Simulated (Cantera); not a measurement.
What does this Cantera script print?

```python
import numpy as np
import cantera as ct

gas_names = """
    AL ALC ALH ALN AL2 C CH CH2 CH3 CH4 CN C2 C2H C2H2,acetylene C2H2,vinylidene C2H3,vinyl CH3CN C2H4
    C2H5 C2H6 CCN CNC C2N2 C3 C3H3,propargyl C3H4,allene C3H4,propyne C3H4,cyclo- C3H5,allyl
    C3H6,propylene C3H6,cyclo- C3H7,n-propyl C3H7,i-propyl C3H8 C4 C4H2 C4H4,1,3-cyclo- C4H6,butadiene
    C4H6,2-butyne C4H6,cyclo- C4H8,1-butene C4H8,cis2-buten C4H8,tr2-butene C4H8,isobutene C4H8,cyclo-
    C4H9,n-butyl C4H9,i-butyl C4H9,s-butyl C4H9,t-butyl C4H10,isobutane C4H10,n-butane C4N2 C5
    C5H6,1,3cyclo- C5H8,cyclo- C5H10,1-pentene C5H10,cyclo- C5H11,pentyl C5H11,t-pentyl C5H12,n-pentane
    C5H12,i-pentane CH3C(CH3)2CH3 C6H2 C6H5,phenyl C6H6 C6H10,cyclo- C6H12,1-hexene C6H12,cyclo-
    C6H13,n-hexyl C7H7,benzyl C7H8 C7H14,1-heptene C7H15,n-heptyl C7H16,n-heptane C8H8,styrene
    C8H10,ethylbenz C8H16,1-octene C8H17,n-octyl C8H18,isooctane C8H18,n-octane C9H19,n-nonyl
    C10H8,naphthale C10H21,n-decyl C12H9,o-bipheny C12H10,bipheny H HCN HCCN HNC H2 N NH NH2 NH3 N2 N2H2
    N2H4
""".split()
cond_names = """
    AL(cr) AL(L) ALN(s) C(gr) C6H6(L) C7H8(L) C8H18(L),n-octa
""".split()


def load(file, names, dense=False):
    # The tables refer to 1 bar. Condensed volumes are neglected.
    table = {s.name: s for s in ct.Species.list_from_file(file)}
    out = []
    for n in names:
        d = dict(table[n].input_data)
        d["thermo"] = dict(d["thermo"], **{"reference-pressure": 1e5})
        if dense:
            d["equation-of-state"] = {"model": "constant-volume", "density": "1e6 g/cm^3"}
        out.append(ct.Species.from_dict(d))
    return out


gas = ct.Solution(thermo="ideal-gas", species=load("nasa_gas.yaml", gas_names))
cond = {s.name: ct.Solution(thermo="fixed-stoichiometry", species=[s], name=s.name)
        for s in load("nasa_condensed.yaml", cond_names, dense=True)}
atoms = {
    'Al(CH3)3': {'AL': 1, 'C': 3, 'H': 9},
    'NH3': {'N': 1, 'H': 3},
    'N2': {'N': 2},
}
top_T = {'ALN(s)': 2750, 'C(gr)': 4500}  # K; cautious upper limits of use, not melting points


def equilibrate(T, P, feed):
    n = {}
    for name, mol in feed.items():
        for a, k in atoms[name].items():
            n[a] = n.get(a, 0.0) + k * mol
    gas.TPX = T, P, n
    mass = sum(n.values()) * gas.mean_molecular_weight
    gas.equilibrate("TP")
    valid = [c for c in cond.values() if c.min_temp <= T <= top_T.get(c.name, c.max_temp)]
    mix = ct.Mixture([(gas, mass / gas.mean_molecular_weight)] + [(c, 0.0) for c in valid])
    mix.T, mix.P = T, P
    mix.equilibrate("TP", solver="vcs", rtol=1e-11, max_steps=5000)
    return mix


results = []
feed = {'Al(CH3)3': 1, 'NH3': 68, 'N2': 10}  # mol
P = 28  # Pa
for T in [1623, 1648, 1673, 1698, 1723, 1748, 1773]:
    mix = equilibrate(T, P, feed)
    results.append((T, P, feed, dict(zip(mix.species_names, mix.species_moles))))
    x = sorted(zip(gas.X, gas.species_names), reverse=True)
    print(f"T = {T:g} K  P = {P:g} Pa  gas = {mix.phase_moles(0):.4g} mol")
    print("   x: " + "  ".join(f"{s} {v:.3e}" for v, s in x if v > 0.001))
    print("   condensed (mol): " + ("  ".join(f"{mix.phase(i).name} {mix.phase_moles(i):.4g}"
          for i in range(1, mix.n_phases) if mix.phase_moles(i) > 1e-12) or "none"))
```

It prints:

```
T = 1623 K  P = 28 Pa  gas = 150.5 mol
   x: H2 7.052e-01  N2 2.890e-01  H 3.469e-03  AL 1.172e-03  HCN 1.063e-03
   condensed (mol): ALN(s) 0.8216  C(gr) 2.829
T = 1648 K  P = 28 Pa  gas = 150.9 mol
   x: H2 7.029e-01  N2 2.889e-01  H 4.462e-03  AL 2.395e-03  HCN 1.231e-03
   condensed (mol): ALN(s) 0.6349  C(gr) 2.8
T = 1673 K  P = 28 Pa  gas = 151.5 mol
   x: H2 6.992e-01  N2 2.888e-01  H 5.691e-03  AL 4.789e-03  HCN 1.416e-03
   condensed (mol): ALN(s) 0.2677  C(gr) 2.767
T = 1698 K  P = 28 Pa  gas = 152 mol
   x: H2 6.959e-01  N2 2.886e-01  H 7.209e-03  AL 6.521e-03  HCN 1.624e-03
   condensed (mol): C(gr) 2.73
T = 1723 K  P = 28 Pa  gas = 152.2 mol
   x: H2 6.942e-01  N2 2.882e-01  H 9.080e-03  AL 6.519e-03  HCN 1.855e-03
   condensed (mol): C(gr) 2.69
T = 1748 K  P = 28 Pa  gas = 152.4 mol
   x: H2 6.921e-01  N2 2.877e-01  H 1.136e-02  AL 6.516e-03  HCN 2.110e-03
   condensed (mol): C(gr) 2.644
T = 1773 K  P = 28 Pa  gas = 152.6 mol
   x: H2 6.896e-01  N2 2.871e-01  H 1.412e-02  AL 6.510e-03  HCN 2.390e-03
   condensed (mol): C(gr) 2.593
```

These are equilibrium values from Cantera (NASA tables, ideal gas, pure condensed phases), not measurements of a reactor. The feed counts by its element totals alone.
